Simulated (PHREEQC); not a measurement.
A solution holds 74 mmol/kgw CuCl2 and 0.33 mmol/kgw NaCl, at 88 °C. Closed to the air; pH follows from the charge balance.

Computed with PHREEQC (ion-association model, wateq4f.dat).

Task: The ionic strength comes out as 0.139 mol/kgw. What activity coefficients do CuCl3-, H+, Cu2(OH)2+2, Cu+2, CuCl+ get?

Result: CuCl3- 0.72, H+ 0.79, Cu2(OH)2+2 0.29, Cu+2 0.32, CuCl+ 0.72.

No solid was allowed to form. Saturation is exceeded, for instance for Atacamite; the values hold only as long as no solid forms. Constants without temperature data keep their 25 °C values here.
